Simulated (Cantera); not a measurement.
A freely propagating, adiabatic, planar premixed flame of H₂ : O₂ : N₂ = 1 : 0.877 : 3.3 (molar parts), unburnt at 400 K and 1.01 bar; unity-Lewis-number transport, grid criteria slope 0.08 and curve 0.16, no radiation.

Cantera simulation using the H2/O2 subset of GRI-Mech 3.0, which has no nitrogen chemistry; the numbers are that mechanism's predictions, not measurements. Unity Lewis numbers drop preferential diffusion, which matters most where H2 and H carry the flame. Burning velocities carry a grid error of a few per cent, more on coarse grids. Lean hydrogen flames are cellular in practice and burn faster than this planar one.

x: mole fraction of selected species; z is measured from the peak of heat release.

```json
[
 {"z (mm)": "-0.841", "T (K)": "400", "u (m/s)": "1.47", "x H₂": "0.193", "x O₂": "0.169", "x O": "<1e-8", "x H": "<1e-8", "x H₂O": "2.72e-6", "x H₂O₂": "<1e-8"},
 {"z (mm)": "-0.561", "T (K)": "400", "u (m/s)": "1.47", "x H₂": "0.193", "x O₂": "0.169", "x O": "1.00e-8", "x H": "<1e-8", "x H₂O": "5.62e-5", "x H₂O₂": "1.23e-7"},
 {"z (mm)": "-0.420", "T (K)": "402", "u (m/s)": "1.48", "x H₂": "0.193", "x O₂": "0.169", "x O": "4.80e-8", "x H": "<1e-8", "x H₂O": "0.000240", "x H₂O₂": "5.22e-7"},
 {"z (mm)": "-0.280", "T (K)": "414", "u (m/s)": "1.52", "x H₂": "0.192", "x O₂": "0.169", "x O": "4.97e-7", "x H": "<1e-8", "x H₂O": "0.00175", "x H₂O₂": "3.55e-6"},
 {"z (mm)": "-0.140", "T (K)": "(withheld)", "u (m/s)": "2.11", "x H₂": "0.173", "x O₂": "0.160", "x O": "3.94e-5", "x H": "5.03e-5", "x H₂O": "0.0224", "x H₂O₂": "2.21e-5"},
 {"z (mm)": "-0.0701", "T (K)": "(withheld)", "u (m/s)": "3.16", "x H₂": "0.132", "x O₂": "0.141", "x O": "0.000624", "x H": "0.00281", "x H₂O": "0.0656", "x H₂O₂": "1.87e-5"},
 {"z (mm)": "0", "T (K)": "(withheld)", "u (m/s)": "4.28", "x H₂": "0.0664", "x O₂": "0.111", "x O": "0.00432", "x H": "0.0144", "x H₂O": "0.129", "x H₂O₂": "8.55e-6"},
 {"z (mm)": "0.0701", "T (K)": "1443", "u (m/s)": "4.95", "x H₂": "0.0249", "x O₂": "0.0889", "x O": "0.00867", "x H": "0.0180", "x H₂O": "0.170", "x H₂O₂": "4.79e-6"},
 {"z (mm)": "0.140", "T (K)": "1560", "u (m/s)": "5.31", "x H₂": "0.0130", "x O₂": "0.0819", "x O": "0.00915", "x H": "0.0135", "x H₂O": "0.185", "x H₂O₂": "2.79e-6"},
 {"z (mm)": "0.280", "T (K)": "1675", "u (m/s)": "5.65", "x H₂": "0.00780", "x O₂": "0.0795", "x O": "0.00666", "x H": "0.00687", "x H₂O": "0.195", "x H₂O₂": "1.42e-6"},
 {"z (mm)": "0.561", "T (K)": "1764", "u (m/s)": "5.91", "x H₂": "0.00431", "x O₂": "0.0791", "x O": "0.00364", "x H": "0.00254", "x H₂O": "0.203", "x H₂O₂": "7.55e-7"},
 {"z (mm)": "1.12", "T (K)": "1820", "u (m/s)": "6.07", "x H₂": "0.00188", "x O₂": "0.0793", "x O": "0.00157", "x H": "0.000683", "x H₂O": "0.208", "x H₂O₂": "4.14e-7"},
 {"z (mm)": "2.24", "T (K)": "1848", "u (m/s)": "6.15", "x H₂": "0.000684", "x O₂": "0.0797", "x O": "0.000569", "x H": "0.000146", "x H₂O": "0.211", "x H₂O₂": "2.22e-7"}
]
```

Problem. What belongs in the gaps?

Solution. 
- -0.140, T (K): 580
- -0.0701, T (K): 887
- 0, T (K): 1228
